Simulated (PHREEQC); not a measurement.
Solution (25 °C): 0.3 mol/kgw NH4HF2, 0.036 mol/kgw H2SiF6, 2.8e-05 mol/kgw H3AsO4 and 0.0014 mol/kgw H2SO4. Closed to the air; pH follows from the charge balance.

All values are PHREEQC results (ion-association model, wateq4f.dat), not measurements.

No solid was allowed to form.

Question: What pH, activity of water does the model give?

Answer: pH 2.92; activity of water 0.987.

Question: In which forms is F present?

Answer: SiF6-2 26 %, HF2- 22 %, HF 19 %, F- 17 %, H2F2 16 % of the F.

wateq4f.dat counts part of the HF as a dimer, H2F2, which phreeqc.dat doesn't know; its constant is uncertain. SiF6-2 is the database's only silicon fluoride.
